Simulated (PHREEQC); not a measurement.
Synthetic water in mmol/kgw, 5 °C, pH 2.3, pe 12.5: Na 8.45; K 6.13; Ca 3.33; Mg 5.18; Cl 4.99; S(6) 18.7; Cd 0.0106; Pb 0.0403; F 0.3.

Valence states are taken as typed.

Computed with PHREEQC (ion-association model, wateq4f.dat).

```yaml
ionic_strength: 0.0524 mol/kgw
total_alkalinity: -8.58 meq/kg
charge_balance_error: -3.6 %
```

```
species  molality  activity   log γ
-------  --------  --------  ------
SO4-2      0.0132   0.00617  -0.332
Na+       0.00823   0.00679  -0.083
K+        0.00596   0.00485  -0.089
H+        0.00586   0.00501  -0.068
Cl-       0.00499   0.00406  -0.089
Mg+2      0.00369   0.00181  -0.310
HSO4-     0.00246   0.00202  -0.085
Ca+2      0.00224   0.00107  -0.321
MgSO4     0.00148   0.00150   0.005
CaSO4     0.00106   0.00108   0.005
```

No solid was allowed to form. The solution is supersaturated, for example in Anglesite, so a real one may precipitate; this is no full list. Species that the database lacks are ignored. Constants without temperature data keep their 25 °C values here.
